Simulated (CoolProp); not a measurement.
Cyclopentane along the isobar 2670 kPa: Z from the reference equation and from simpler models built on Tc = 238.6 °C, pc = 4583 kPa, ω = 0.202; each cubic takes its own stable root.

Model: reference Helmholtz-energy equation of state, Gedanitz 2015, in CoolProp.

```
T (°C)   phase  reference  van der Waals  Soave-Redlich-Kwong  Peng-Robinson
------  ------  ---------  -------------  -------------------  -------------
82.05   liquid    0.09267         0.1440              0.09696        0.08575
95.05   liquid    0.09135            [?]              0.09584        0.08471
107.95  liquid    0.09030         0.1403              0.09509        0.08400
120.95  liquid    0.08951         0.1393              0.09472        0.08363
133.95  liquid    0.08900         0.1388              0.09479        0.08367
146.95  liquid    0.08881         0.1391              0.09538        0.08418
159.95  liquid    0.08901         0.1403              0.09665            [?]
172.95  liquid    0.08971         0.1430                  [?]        0.08725
185.95  liquid    0.09115         0.6913               0.1024        0.09050
198.95  liquid    0.09389         0.7232               0.1088        0.09618
211.95     gas     0.6810         0.7492               0.6982         0.6767
224.85     gas     0.7215         0.7708               0.7343         0.7134
237.85     gas     0.7536         0.7896               0.7638         0.7434
250.85     gas     0.7799         0.8059               0.7885         0.7686
263.85     gas     0.8021            [?]               0.8096         0.7901
276.85     gas     0.8211         0.8331               0.8278         0.8089
```

Q: What belongs in the gaps?

A: 
- 95.05, van der Waals: 0.1419
- 159.95, Peng-Robinson: 0.08530
- 172.95, Soave-Redlich-Kwong: 0.09883
- 263.85, van der Waals: 0.8203

At some of these states van der Waals gives the other phase, because its saturation line lies elsewhere.
